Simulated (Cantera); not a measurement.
Charge: 1 mol CCl₄, 0.063 mol H₂, held at 0.133 bar.

Cantera equilibrium calculation (NASA polynomials, part measured and part estimated; ideal gas, pure solids and liquids). Candidate condensed phases: C, C₆H₆, C₇H₈, C₈H₁₈; 91 gas species. Gases not in the tables: chlorinated aromatics. Rates play no part.

Task: At 702 °C, list the 4 most abundant gas species with their mole fractions, and the condensed phases.

Result: Cl₂ 0.937, HCl 0.0611, CCl₄ 0.00106, Cl 0.000702. Condensed: C(graphite).
